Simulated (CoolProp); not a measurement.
Vapour-liquid equilibrium of n-hexane (1) + n-decane (2) at 0.00282 MPa; x and y are mole fractions of (1).

Model: multi-fluid Helmholtz-energy mixture model, Thol 2019 and Lemmon 2006; pair parameters Kunz 2012, in CoolProp.

Task: Give the bubble temperature and the first vapour's composition at x = 0.35, 0.55, 0.85. Is there an azeotrope?

Result: x = 0.35: 5.7 °C, y = 0.990; x = 0.55: -3.0 °C, y = 0.997; x = 0.85: -10.7 °C, y = 0.999. No azeotrope shows between x = 0.05 and 0.95.

The pair parameters rest on a limited set of measurements; away from them the model extrapolates.
